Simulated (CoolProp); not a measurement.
A single-stage vapour-compression cycle with ethylene: evaporating at 197.15 K (dew point), condensing at 241.15 K (bubble point), superheat 5 K, subcooling 2 K, compressor efficiency 0.85, no pressure losses. Each further row changes one setting.

Model: reference Helmholtz-energy equation of state, Smukala 2000, in CoolProp.

```
case                              cooling COP  pressure ratio  discharge temperature (K)  refrigerating effect (kJ/kg)  volumetric capacity (kJ/m³)
--------------------------------  -----------  --------------  -------------------------  ----------------------------  ---------------------------
as stated                                2.88            4.53                      297.3                           331                         2430
evaporating temperature 202.15 K         3.42            3.69                      289.8                           335                         2990
condensing temperature 236.15 K          3.38            3.92                      287.4                           346                         2540
subcooling 7 K                           3.01            4.53                      297.3                           346                         2540
superheat 15 K                           2.83            4.53                      309.4                           346                         2390
compressor efficiency 0.75               2.54            4.53                      305.9                           331                         2430
```
